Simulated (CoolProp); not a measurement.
Properties of cyclopentane along the isobar 0.448 MPa (Tc = 511.7 K, pc = 4.583 MPa, ω = 0.202).

Model: reference Helmholtz-energy equation of state, Gedanitz 2015, in CoolProp.

| T (K) | phase | Z | cp (kJ/(kg K)) | Joule-Thomson coefficient (K/MPa) | isothermal compressibility (1/MPa) | conductivity (mW/(m K)) | fugacity coefficient |
|---|---|---|---|---|---|---|---|
| 478.7 | gas | 0.9557 | 2.098 | 8.992 | 2.339 | 33.8 | 0.9574 |
| 483.8 | gas | 0.9573 | 2.119 | 8.684 | 2.335 | 34.5 | 0.9588 |
| 488.8 | gas | 0.9587 | 2.140 | 8.398 | 2.331 | 35.2 | 0.9601 |
| 493.9 | gas | 0.9602 | 2.161 | 8.120 | 2.327 | 35.9 | 0.9614 |
| 499 | gas | 0.9615 | 2.181 | 7.856 | 2.324 | 36.6 | 0.9627 |
| 504.1 | gas | 0.9628 | 2.202 | 7.604 | 2.320 | 37.3 | 0.9639 |
| 509.2 | gas | 0.9641 | 2.223 | 7.365 | 2.317 | 38.0 | 0.9651 |
| 514.3 | gas | 0.9652 | 2.244 | 7.137 | 2.314 | 38.7 | 0.9662 |
| 519.4 | gas | 0.9664 | 2.264 | 6.919 | 2.311 | 39.4 | 0.9673 |
| 524.5 | gas | 0.9675 | 2.284 | 6.711 | 2.309 | 40.1 | 0.9683 |
| 529.6 | gas | 0.9685 | 2.304 | 6.513 | 2.306 | 40.8 | 0.9693 |
| 534.7 | gas | 0.9695 | 2.324 | 6.323 | 2.303 | 41.6 | 0.9702 |
| 539.8 | gas | 0.9705 | 2.344 | 6.142 | 2.301 | 42.3 | 0.9712 |
| 544.9 | gas | 0.9715 | 2.364 | 5.968 | 2.299 | 43.0 | 0.9721 |
| 550 | gas | 0.9724 | 2.384 | 5.801 | 2.296 | 43.8 | 0.9729 |

Thermal conductivity comes from a separate model (Vassiliou 2015).
